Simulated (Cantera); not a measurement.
Feed: 1 mol SiHCl₃, 0.19 mol CH₄, 37 mol H₂, at 1227 °C and 1.00 bar.

Cantera equilibrium calculation (NASA polynomials, part measured and part estimated; ideal gas, pure solids and liquids). Candidate condensed phases: C, C₆H₆, C₇H₈, C₈H₁₈, Si, SiC; 109 gas species. Mutual solubility and eutectic melting of coexisting phases are not modelled. The tables' values for SiCl₃ are old estimates; treat these amounts as uncertain. Kinetics and transport are ignored.

Base state: H₂ 0.938, HCl 0.0504, SiCl₂ 0.00871, SiCl₃ 0.00113, SiHCl₃ 0.000896, SiCl₄ 0.000465, SiH₂Cl₂ 0.000275, SiH₃Cl 2.47e-5 (mole fractions); condensed: Si(s) + SiC(s).

**Question.** What changes in the equilibrium state with this change: temperature from 1227 °C to 952 °C?

**Answer.** 
| species | before | after |
|---|---|---|
| H₂ | 0.938 | 0.957 |
| HCl | 0.0504 | 0.0272 |
| SiHCl₃ | 0.000896 | 0.00617 |
| SiCl₂ | 0.00871 | 0.00188 |
| H | 1.70e-5 | 3.05e-7 |
| SiCl₄ | 0.000465 | 0.00561 |
| Si(s), mol | 0.359 | 0.198 |
| SiC(s), mol | 0.189 | 0.189 |

**Question.** What changes in the equilibrium state with this change: SiHCl₃ replaced by SiH₄?

**Answer.** 
```json
[
 {"species": "H₂", "before": "0.938", "after": "1.000"},
 {"species": "CH₄", "before": "1.65e-5", "after": "1.87e-5"},
 {"species": "H", "before": "1.70e-5", "after": "1.76e-5"},
 {"species": "HCl", "before": "0.0504", "after": "0"},
 {"species": "SiCl₂", "before": "0.00871", "after": "0"},
 {"species": "SiCl₃", "before": "0.00113", "after": "0"},
 {"species": "SiHCl₃", "before": "0.000896", "after": "0"},
 {"species": "SiCl₄", "before": "0.000465", "after": "0"},
 {"species": "SiH₂Cl₂", "before": "0.000275", "after": "0"},
 {"species": "SiH₃Cl", "before": "2.47e-5", "after": "0"},
 {"species": "Si(s), mol", "before": "0.359", "after": "0.811"},
 {"species": "SiC(s), mol", "before": "0.189", "after": "0.189"}
]
```
